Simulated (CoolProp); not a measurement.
Carbon monoxide at 320.24 K and 7.99 MPa is throttled through a valve to 0.455 MPa with no heat exchange. Each further row changes one setting.

The numbers come from the reference Helmholtz-energy equation of state, Lemmon 2006 in CoolProp. It is a short technical equation, of lower accuracy than the large ones.

```tsv
case	temperature change (K)	final density (kg/m³)
as stated	-14.5	(withheld)
outlet pressure 0.137 MPa	(withheld)	1.51
outlet pressure 0.592 MPa	(withheld)	(withheld)
```

Task: What belongs in the gaps?

Result: 
- as stated, final density (kg/m³): 5.02
- outlet pressure 0.137 MPa, temperature change (K): -15.3
- outlet pressure 0.592 MPa, temperature change (K): -14.2
- outlet pressure 0.592 MPa, final density (kg/m³): 6.53
